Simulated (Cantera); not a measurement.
Reactions in the system Br-Ca-O

Standard-state values (1 bar) from the NASA 1993 polynomials, evaluated with Cantera. Values are per mole of reaction as written; species without (g) are pure solids or liquids, kept so even where they would boil at 1 bar.

CaO + Br2(g) ⇌ CaBr2 + O(g)

| T (K) | ΔH° (kJ) | ΔS° (J/K) | ΔG° (kJ) | log10 K |
|---|---|---|---|---|
| 300 | 170.1 | 7.1 | 168.0 | -29.25 |
| 500 | 173.4 | 15.6 | 165.6 | -17.30 |
| 525 | 173.8 | 16.3 | 165.2 | -16.44 |
| 550 | 174.1 | 16.9 | 164.8 | -15.65 |
| 575 | 174.5 | 17.6 | 164.4 | -14.93 |
| 600 | 174.8 | 18.2 | 163.9 | -14.27 |
| 625 | 175.1 | 18.7 | 163.4 | -13.66 |
| 650 | 175.5 | 19.2 | 163.0 | -13.10 |
